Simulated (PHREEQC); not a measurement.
**Ultrapure water in contact with air or piping: an equilibrium model**

Model water analysis in mg/L, 20 °C, pH 6.67, pe 2.2:

| constituent | mg/L |
|---|---|
| Na | 0.0157 |
| K | 0.00875 |
| Ca | 0.0213 |
| Mg | 0.00841 |
| Cl | 0.00179 |
| S(6) as SO4 | 0.02 |
| Alkalinity as HCO3 | 0.128 |
| N(-3) as NH4 | 1.62e-05 |
| Br | 0.000844 |

Valence states are taken as typed.

The numbers come from PHREEQC with the ion-association model, phreeqc.dat.

The ionic strength is 3.92e-6 mol/kgw. The charge-balance error is 1.5 %.

```json
[
 {"species": "HCO3-", "molality": "2.28e-6", "activity": "2.27e-6", "log γ": "-0.001"},
 {"species": "CO2", "molality": "1.17e-6", "activity": "1.17e-6", "log γ": "0.000"},
 {"species": "Na+", "molality": "6.83e-7", "activity": "6.81e-7", "log γ": "-0.001"},
 {"species": "Ca+2", "molality": "5.31e-7", "activity": "5.26e-7", "log γ": "-0.004"},
 {"species": "Mg+2", "molality": "3.46e-7", "activity": "3.43e-7", "log γ": "-0.004"},
 {"species": "K+", "molality": "2.24e-7", "activity": "2.23e-7", "log γ": "-0.001"},
 {"species": "H+", "molality": "2.14e-7", "activity": "2.14e-7", "log γ": "-0.001"}
]
```

Precipitation was switched off in this run.
